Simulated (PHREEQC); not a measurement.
Solution (25 °C): 0.042 mol FeCl3, 0.12 mol CaCl2 and 0.023 mol NaCl per kg of water. Closed to the air; pH follows from the charge balance.

Model: ion-association model, wateq4f.dat, run in PHREEQC.

This is a speciation only: nothing precipitates in the calculation.

Problem. Order these Cl species by the share of Cl that they hold, largest first: FeCl2+, FeCl+2, Cl-.

Solution. Cl- (91 %), FeCl+2 (5.4 %), FeCl2+ (3.1 %)

The pH is 2.23 and the ionic strength 0.535 mol/kgw. Saturation is exceeded, for instance for Hematite (slow to form), Goethite (slow to form); the values hold only as long as no solid forms. Complexes and solids missing from the database can't appear.
